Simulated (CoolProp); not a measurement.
The fluid at 479.78 K and 0.138 MPa flows at 1.6 m/s in a round tube of 25 mm bore and 1.5 µm roughness, fully developed (64/Re and Nu = 3.66 if laminar; Colebrook and Gnielinski if turbulent). The same conditions are run with several fluids, on thermodynamics alone (safety and materials aside).

The numbers come from the reference Helmholtz-energy equation of state of each fluid (oxygen: Schmidt 1985; R11: Jacobsen 1992; R152A: Outcalt 1996; n-pentane: Thol 2019; propane: Lemmon 2009) in CoolProp.

Problem. Rank oxygen, R11, R152A, n-pentane, propane by Reynolds number, highest first.

Solution. R11 (11600), n-pentane (9340), R152A (5200), propane (4790), oxygen (1500)

```json
[
 {"fluid": "oxygen", "Darcy friction factor": "0.0428", "pressure drop (Pa/m)": "2.42", "heat-transfer coefficient (W/(m² K))": "5.81", "mass flow (kg/h)": "3.13"},
 {"fluid": "R11", "Darcy friction factor": "0.0298", "pressure drop (Pa/m)": "7.33", "heat-transfer coefficient (W/(m² K))": "21.2", "mass flow (kg/h)": "13.6"},
 {"fluid": "R152A", "Darcy friction factor": "0.0370", "pressure drop (Pa/m)": "4.36", "heat-transfer coefficient (W/(m² K))": "22.4", "mass flow (kg/h)": "6.49"},
 {"fluid": "n-pentane", "Darcy friction factor": "0.0315", "pressure drop (Pa/m)": "4.08", "heat-transfer coefficient (W/(m² K))": "41.6", "mass flow (kg/h)": "7.15"},
 {"fluid": "propane", "Darcy friction factor": "0.0379", "pressure drop (Pa/m)": "2.98", "heat-transfer coefficient (W/(m² K))": "27.1", "mass flow (kg/h)": "4.33"}
]
```

Above 300 K oxygen's equation is extrapolated.

Transport values come from each fluid's own correlations; those of R11, R152A, n-pentane are estimates that may be off by 10 % or more.
